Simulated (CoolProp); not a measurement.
Vapour-liquid equilibrium of R13 (1) + propylene (2) at 0.154 bar; x and y are mole fractions of (1).

Computed with CoolProp (multi-fluid Helmholtz-energy mixture model, Platzer 1990 and Lemmon 2013; pair parameters Bell 2016). This equation is an older, rougher fit; its heat capacities, sound speeds and derivatives of the liquid may be far off and weren't checked against measurements.

```json
[
 {"x": "0.05", "bubble temperature, mixture model (°C)": "-90.4", "bubble temperature, Raoult's law (°C)": "-85.6", "y, mixture model": "0.470", "y, Raoult's law": "0.261"},
 {"x": "0.125", "bubble temperature, mixture model (°C)": "-97.3", "bubble temperature, Raoult's law (°C)": "-90.1", "y, mixture model": "0.709", "y, Raoult's law": "0.505"},
 {"x": "0.2", "bubble temperature, mixture model (°C)": "-101.1", "bubble temperature, Raoult's law (°C)": "-93.6", "y, mixture model": "0.800", "y, Raoult's law": "0.652"},
 {"x": "0.275", "bubble temperature, mixture model (°C)": "___", "bubble temperature, Raoult's law (°C)": "-96.5", "y, mixture model": "0.845", "y, Raoult's law": "0.748"},
 {"x": "0.35", "bubble temperature, mixture model (°C)": "-104.9", "bubble temperature, Raoult's law (°C)": "-98.9", "y, mixture model": "0.872", "y, Raoult's law": "0.814"},
 {"x": "0.425", "bubble temperature, mixture model (°C)": "___", "bubble temperature, Raoult's law (°C)": "-100.9", "y, mixture model": "0.890", "y, Raoult's law": "0.861"},
 {"x": "0.5", "bubble temperature, mixture model (°C)": "-106.7", "bubble temperature, Raoult's law (°C)": "-102.7", "y, mixture model": "0.904", "y, Raoult's law": "0.896"},
 {"x": "0.575", "bubble temperature, mixture model (°C)": "-107.4", "bubble temperature, Raoult's law (°C)": "-104.2", "y, mixture model": "0.915", "y, Raoult's law": "0.923"},
 {"x": "0.65", "bubble temperature, mixture model (°C)": "-107.9", "bubble temperature, Raoult's law (°C)": "-105.6", "y, mixture model": "0.926", "y, Raoult's law": "0.944"},
 {"x": "0.725", "bubble temperature, mixture model (°C)": "-108.5", "bubble temperature, Raoult's law (°C)": "-106.9", "y, mixture model": "0.937", "y, Raoult's law": "0.961"},
 {"x": "0.8", "bubble temperature, mixture model (°C)": "___", "bubble temperature, Raoult's law (°C)": "-108.0", "y, mixture model": "0.949", "y, Raoult's law": "0.974"},
 {"x": "0.875", "bubble temperature, mixture model (°C)": "-109.6", "bubble temperature, Raoult's law (°C)": "-109.1", "y, mixture model": "0.965", "y, Raoult's law": "0.985"},
 {"x": "0.95", "bubble temperature, mixture model (°C)": "-110.2", "bubble temperature, Raoult's law (°C)": "-110.0", "y, mixture model": "0.984", "y, Raoult's law": "0.995"}
]
```

Question: Complete the blanks.

Answer: 
- 0.275, bubble temperature, mixture model (°C): -103.4
- 0.425, bubble temperature, mixture model (°C): -105.9
- 0.8, bubble temperature, mixture model (°C): -109.0

The largest gap from Raoult's law is -7.5 K in bubble temperature, at x = 0.2. No azeotrope shows between x = 0.05 and 0.95.

The pair parameters rest on a limited set of measurements; away from them the model extrapolates.
